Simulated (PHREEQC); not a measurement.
Silver or lead bath: an equilibrium model

Make-up at 25 °C: 0.004 mol/kgw Pb(NO3)2. Closed to the air; pH follows from the charge balance.

Equilibrium calculation in PHREEQC: ion-association model, wateq4f.dat.

No solid was allowed to form.

What pH does the model give?

pH 5.14.

In which forms is N present?

NO3- 97 %, PbNO3+ 3.4 % of the N.
